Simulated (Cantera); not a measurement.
## Adiabatic ignition

An adiabatic, constant-volume homogeneous reactor starts with 5.97 % CH4, 25.4 % O2, 68.6 % N2, at 1098 K and 1000000 Pa.

Detailed kinetics in Cantera: GRI-Mech 3.0 (53 species, 325 reactions).

| t (s) | T (K) | P (bar) | x CH4 | x O2 | x C2H4 | x CO2 | x CO |
|---|---|---|---|---|---|---|---|
| 1.00e-6 | 1098 | 10.0 | 0.0597 | 0.254 | <1e-12 | <1e-12 | <1e-12 |
| 2.32e-6 | 1098 | 10.0 | 0.0597 | 0.254 | <1e-12 | <1e-12 | <1e-12 |
| 5.37e-6 | 1098 | 10.0 | 0.0597 | 0.254 | <1e-12 | <1e-12 | <1e-12 |
| 1.25e-5 | 1098 | 10.0 | 0.0597 | 0.254 | <1e-12 | <1e-12 | <1e-12 |
| 2.89e-5 | 1098 | 10.0 | 0.0597 | 0.254 | <1e-12 | <1e-12 | <1e-12 |
| 6.69e-5 | 1098 | 10.0 | 0.0597 | 0.254 | <1e-12 | <1e-12 | 9.47e-12 |
| 0.000155 | 1098 | 10.0 | 0.0597 | 0.254 | 1.44e-11 | <1e-12 | 1.33e-10 |
| 0.000360 | 1098 | 10.0 | 0.0597 | 0.254 | 2.78e-10 | 1.33e-11 | 2.20e-9 |
| 0.000834 | 1098 | 10.0 | 0.0597 | 0.254 | 5.84e-9 | 3.02e-10 | 4.72e-8 |
| 0.00193 | 1098 | 10.0 | 0.0596 | 0.254 | 5.96e-8 | 3.19e-9 | 8.54e-7 |
| 0.00448 | 1099 | 10.0 | 0.0595 | 0.254 | 5.57e-7 | 3.50e-8 | 1.26e-5 |
| 0.0104 | 1355 | 12.4 | 0.0397 | 0.230 | 0.000776 | 0.000572 | 0.0120 |
| 0.0241 | 2546 | 23.3 | <1e-12 | 0.124 | <1e-12 | 0.0579 | 0.00160 |
| 0.0558 | 2546 | 23.3 | <1e-12 | 0.124 | <1e-12 | 0.0579 | 0.00160 |
| 0.129 | 2546 | 23.3 | <1e-12 | 0.124 | <1e-12 | 0.0579 | 0.00160 |
| 0.300 | 2546 | 23.3 | <1e-12 | 0.124 | <1e-12 | 0.0579 | 0.00160 |
x: mole fraction; the columns are a selection and need not sum to one.

```
Quantity                                                           Value
---------------------------------  -------------------------------------
time of steepest temperature rise                                10.4 ms
temperature at 0.300 s                                            2546 K
equilibrium temperature                                           2546 K
x(CH4) at 0.300 s                  <1e-12 (gas-phase equilibrium <1e-12)
x(O2) at 0.300 s                     0.124 (gas-phase equilibrium 0.124)
x(C2H4) at 0.300 s                 <1e-12 (gas-phase equilibrium <1e-12)
```
